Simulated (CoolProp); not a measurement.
Vapour-liquid equilibrium of CH2F2 (R32) (1) + R152A (2) at -14.75 °C; x and y are mole fractions of (1).

The numbers come from the multi-fluid Helmholtz-energy mixture model, Tillner-Roth 1997 and Outcalt 1996; pair parameters Bell 2016 in CoolProp.

```tsv
x	bubble pressure, mixture model (kPa)	bubble pressure, Raoult's law (kPa)	y, mixture model	y, Raoult's law
0.05	___	167.3	0.143	0.147
0.125	193.5	193.0	0.308	0.319
0.2	219.2	218.7	___	0.450
0.275	244.7	244.3	0.536	0.554
0.35	270.0	270.0	___	0.638
0.425	295.3	295.7	0.687	0.708
0.5	320.6	321.4	0.746	0.766
0.575	___	347.0	0.797	0.816
0.65	371.3	372.7	0.842	0.859
0.725	396.8	398.4	___	0.896
0.8	422.5	424.0	___	0.929
0.875	448.5	449.7	0.951	0.958
0.95	474.8	475.4	0.981	0.984
```

Q: Some entries are withheld; supply them.

A: 
- 0.05, bubble pressure, mixture model (kPa): 167.6
- 0.2, y, mixture model: 0.435
- 0.35, y, mixture model: 0.618
- 0.575, bubble pressure, mixture model (kPa): 345.9
- 0.725, y, mixture model: 0.882
- 0.8, y, mixture model: 0.918

The largest gap from Raoult's law is -0.4 % in bubble pressure, at x = 0.725. No azeotrope shows between x = 0.05 and 0.95.

Pair parameters are fitted to limited data, so mixtures are less certain than the pure fluids.
